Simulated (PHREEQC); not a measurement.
PHREEQC input (Pitzer model, pitzer.dat):

```
SOLUTION 1
  temp 25
  units mol/kgw
  pH 7 charge
END
SELECTED_OUTPUT 1
  -reset false
  -pH true
  -pe true
  -ionic_strength true
  -water true
  -totals C
  -molalities H+ CO3-2 OH- HCO3- CO2
USER_PUNCH 1
  -headings p_CO2(g) phi_CO2(g) p_H2O(g) phi_H2O(g) density
  10 PUNCH PR_P("CO2(g)"), PR_PHI("CO2(g)"), PR_P("H2O(g)"), PR_PHI("H2O(g)"), RHO
PRINT
  -reset false
USE solution 1
REACTION_TEMPERATURE 1
  25
GAS_PHASE 1
  -fixed_pressure
  -pressure 1
  -temperature 25
  -volume 20
  CO2(g) 1
  H2O(g) 0
END
# ... the last block is repeated for the other 9 points of P (atm)
```

Selected output (columns that matter, 10 of 10 rows; P (atm) added in front):

```
P (atm)	pH	mu	C	m_H+	m_OH-	m_CO2	p_CO2(g)	phi_CO2(g)	p_H2O(g)	phi_H2O(g)	density
1	3.9133	0.00012373	0.032919	0.00012373	8.3899e-11	0.032796	0.96829	0.99447	0.031709	0.99023	0.99736
2	3.7608	0.00017626	0.066427	0.00017626	5.9205e-11	0.066251	1.968	0.98895	0.032016	0.98087	0.99773
3	3.6731	0.00021611	0.099513	0.00021611	4.8462e-11	0.099297	2.9677	0.98345	0.032328	0.97155	0.9981
5	3.5644	0.00027842	0.16444	0.00027842	3.7813e-11	0.16417	4.967	0.97249	0.032967	0.95299	0.99881
7.5	3.4797	0.00033926	0.24331	0.00033926	3.118e-11	0.24297	7.4662	0.95887	0.033798	0.92997	0.99967
10	3.4209	0.00038936	0.31964	0.00038936	2.7274e-11	0.31925	9.9653	0.94535	0.034666	0.90713	1.0005
15	3.3403	0.00047041	0.46479	0.00047041	2.2719e-11	0.46432	14.963	0.91856	0.036522	0.86197	1.0021
20	3.2855	0.0005353	0.60005	0.0005353	2.0072e-11	0.59951	19.961	0.89208	0.038563	0.81741	1.0036
30	3.2129	0.00063558	0.84138	0.00063558	1.7065e-11	0.84075	29.957	0.83998	0.043336	0.72963	1.0062
40	3.1663	0.00071011	1.0445	0.00071011	1.5405e-11	1.0438	39.951	0.78872	0.049407	0.64242	1.0085
```

Complexes and solids missing from the database can't appear.
